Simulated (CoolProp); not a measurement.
Sulfur dioxide along the isotherm 525 K: density (kg/m³) from the reference equation and from simpler models built on Tc = 430.6 K, pc = 7.887 MPa, ω = 0.256; each cubic takes its own stable root.

Model: reference Helmholtz-energy equation of state, Gao 2016, in CoolProp.

```tsv
p (MPa)	phase	reference	van der Waals	Redlich-Kwong	Soave-Redlich-Kwong
0.111	gas	1.633	1.633	1.633	1.633
0.179	gas	2.637	2.638	2.638	2.637
0.289	gas	4.268	4.270	4.271	4.268
0.467	gas	6.924	6.929	6.932	6.922
0.754	gas	11.25	11.26	11.27	11.25
1.22	gas	18.39	…	18.45	18.38
1.97	gas	30.22	30.33	30.37	30.18
3.18	gas	50.21	50.57	…	…
5.14	gas	85.31	86.64	86.60	84.83
8.3	supercritical	150.5	156.8	154.8	148.4
13.4	supercritical	285.2	…	299.9	272.7
21.7	supercritical	551.7	538.4	545.4	485.2
35	supercritical	789.6	657.2	743.4	692.6
```

Task: What belongs in the gaps?

Result: 
- 1.22, van der Waals: 18.43
- 3.18, Redlich-Kwong: 50.64
- 3.18, Soave-Redlich-Kwong: 50.08
- 13.4, van der Waals: 323.1
